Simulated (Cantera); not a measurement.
Cantera run:

```python
import numpy as np
import cantera as ct

gas_names = [...]  # 50 gases of nasa_gas.yaml made of F, H, Mg, N, O
cond_names = """
    H2O(s) H2O(L) Mg(cr) Mg(L) MgF2(s) MgF2(L) MgO(s) MgO(L) MgO2H2(s)
""".split()


# ... load() reads the species with a 1 bar reference pressure and builds the phases ...
atoms = {
    'MgF2': {'Mg': 1, 'F': 2},
    'H2O': {'H': 2, 'O': 1},
    'N2': {'N': 2},
}
top_T = {}  # K; cautious upper limits of use, not melting points


# ... equilibrate(T, P, feed) seeds the gas with the atoms and calls Mixture.equilibrate('TP', solver="vcs", rtol=1e-11, max_steps=5000) ...
results = []
feed = {'MgF2': 1, 'H2O': 1.8, 'N2': 0.7}  # mol
P = 32000  # Pa
for T in [1073, 1223, 1373, 1523, 1673, 1823, 1973, 2123, 2273]:
    mix = equilibrate(T, P, feed)
    results.append((T, P, feed, dict(zip(mix.species_names, mix.species_moles))))

top = {s: max(r[3][s] / sum(r[3][g] for g in gas_names) for r in results) for s in gas_names}
cols = sorted((s for s in top if top[s] > 0.0001), key=lambda s: -top[s])[:7]
seen = [c for c in cond_names if any(r[3].get(c, 0) > 1e-12 for r in results)]
print("log10 of partial pressures in bar; condensed amounts in mol")
print(f"{'T/K':>10s}" + "".join(f"{s[:9]:>10s}" for s in cols + seen))
for T, P, feed, n in results:
    ng = sum(n[g] for g in gas_names)
    print(f"{T:10.4g}" + "".join(f"{np.log10(max(n[s] / ng * P / 1e5, 1e-99)):10.3f}" for s in cols)
          + "".join(f"{n.get(c, 0):10.4g}" for c in seen))
```

Output:

```
log10 of partial pressures in bar; condensed amounts in mol
       T/K       H2O        HF        N2      MgF2        H2        OH        O2   MgF2(s)   MgF2(L)    MgO(s)
      1073    -0.645    -2.369    -1.051    -9.478    -6.435    -7.708    -6.773    0.9832         0    0.0168
      1223    -0.668    -1.742    -1.060    -7.211    -5.457    -6.507    -5.806    0.9272         0   0.07279
      1373    -0.732    -1.279    -1.085    -5.457    -4.720    -5.598    -5.082    0.7762         0    0.2238
      1523    -0.871    -0.954    -1.131    -4.063    -4.182    -4.927    -4.560    0.4735         0    0.5257
      1673    -1.034    -0.798    -1.174    -3.097    -3.772    -4.409    -4.166         0    0.1597     0.832
      1823    -1.121    -0.753    -1.194    -2.515    -3.395    -3.944    -3.805         0         0    0.9665
      1973    -1.108    -0.768    -1.195    -2.220    -3.018    -3.492    -3.440         0         0    0.9338
      2123    -1.094    -0.791    -1.196    -1.993    -2.693    -3.101    -3.121         0         0    0.8877
      2273    -1.083    -0.822    -1.199    -1.821    -2.413    -2.761    -2.841         0         0    0.8297
```

Equilibrium computed with Cantera from the NASA thermochemical tables; the gas is ideal and each condensed phase is pure. Mutual solubility and eutectic melting of coexisting phases are not modelled.
